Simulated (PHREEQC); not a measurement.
# Buffer: speciation

A solution holds 0.0099 mol NH4Cl, 0.0028 mol Na2HPO4 and 0.037 mol NaCl per kg of water, at 25 °C and 50 atm. Closed to the air; pH follows from the charge balance.

The numbers come from PHREEQC with the ion-association model, phreeqc.dat.

Each row changes one thing in this solution. This is a speciation only: nothing precipitates in the calculation.

| case | pH | ionic strength (mol/kgw) | HPO4-2 (mol/kgw) | H2PO4- (mol/kgw) | NaHPO4- (mol/kgw) | PO4-3 (mol/kgw) | SI of Halite (NaCl) |
|---|---|---|---|---|---|---|---|
| as made | 7.84 | 0.0545 | 0.00242 | 0.000295 | 8.51e-5 | 2.38e-7 | -4.46 |
| NH4Cl from 0.0099 to 0.0149 mol/kgw | 7.74 | 0.0594 | 0.00237 | 0.000353 | 8.11e-5 | 1.94e-7 | -4.42 |
| temperature from 25 to 75 °C | 7.08 | 0.0533 | 0.00180 | 0.000944 | 5.91e-5 | 7.95e-8 | -4.51 |
| NaCl from 0.037 to 0.37 mol/kgw | 7.78 | 0.387 | 0.00225 | 0.000189 | 0.000358 | 5.70e-7 | -2.74 |
| temperature from 25 to 90 °C | 6.88 | 0.0528 | 0.00155 | 0.00120 | 4.98e-5 | 5.56e-8 | -4.52 |
| NH4Cl left out | 9.08 | 0.0452 | 0.00268 | 1.96e-5 | 9.94e-5 | 4.21e-6 | -4.55 |
| NH4Cl from 0.0099 to 0.00099 mol/kgw | 8.37 | 0.0460 | 0.00261 | 9.76e-5 | 9.62e-5 | 8.04e-7 | -4.54 |
| NH4Cl replaced by (NH4)2HPO4 at the same molality | 8.02 | 0.0727 | 0.0115 | 0.000858 | 0.000368 | 1.96e-6 | -4.58 |

Species that the database lacks are ignored. Under pressure, the constants of complexes without a molar volume in the database are unreliable. At this temperature some constants are extrapolated from 25 °C, and those without enthalpy data are left unchanged.
